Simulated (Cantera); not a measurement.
A Cantera script and its output.

```python
import numpy as np
import cantera as ct

gas = ct.Solution("gri30.yaml", transport_model="mixture-averaged")
show = ['NH3', 'OH', 'CH3']

rows = []
print(f"{'T/K':>7s}{'rho':>11s}{'cp':>10s}{'mu':>11s}{'lambda':>11s}{'Pr':>7s}" + "".join(f"{'D_' + s:>11s}" for s in show))
for T in [400, 650, 900, 1150, 1400, 1650, 1900]:
    gas.TPX = T, 120000, {'H2': 0.9, 'C2H6': 0.3, 'H2O': 0.71}
    Pr = gas.cp_mass * gas.viscosity / gas.thermal_conductivity
    D = [gas.mix_diff_coeffs_mole[gas.species_index(s)] for s in show]
    rows.append([gas.density, gas.cp_mass, gas.viscosity, gas.thermal_conductivity, Pr, *D])
    print(f"{T:7g}{gas.density:11.4e}{gas.cp_mass:10.1f}{gas.viscosity:11.4e}"
          f"{gas.thermal_conductivity:11.4e}{Pr:7.3f}" + "".join(f"{d:11.4e}" for d in D))
print("SI units: kg/m3, J/kg/K, Pa s, W/m/K, m2/s")
```

Result:

```
    T/K        rho        cp         mu     lambda     Pr      D_NH3       D_OH      D_CH3
    400 4.4632e-01    2972.3 1.3801e-05 9.3916e-02  0.437 4.1795e-05 6.6475e-05 4.4846e-05
    650 2.7466e-01    3426.0 2.1577e-05 1.4777e-01  0.500 1.0764e-04 1.5607e-04 1.0770e-04
    900 1.9836e-01    3808.3 2.8674e-05 2.0339e-01  0.537 1.9813e-04 2.7237e-04 1.8996e-04
   1150 1.5524e-01    4139.3 3.5199e-05 2.6024e-01  0.560 3.0978e-04 4.1211e-04 2.8905e-04
   1400 1.2752e-01    4410.5 4.1250e-05 3.1715e-01  0.574 4.4029e-04 5.7319e-04 4.0336e-04
   1650 1.0820e-01    4630.0 4.6907e-05 3.7327e-01  0.582 5.8802e-04 7.5414e-04 5.3177e-04
   1900 9.3962e-02    4806.9 5.2230e-05 4.2805e-01  0.587 7.5175e-04 9.5384e-04 6.7350e-04
SI units: kg/m3, J/kg/K, Pa s, W/m/K, m2/s
```

Detailed kinetics in Cantera: GRI-Mech 3.0 (53 species, 325 reactions). Polar gases are described roughly by these parameters. The composition is frozen, though it would react at the higher temperatures.
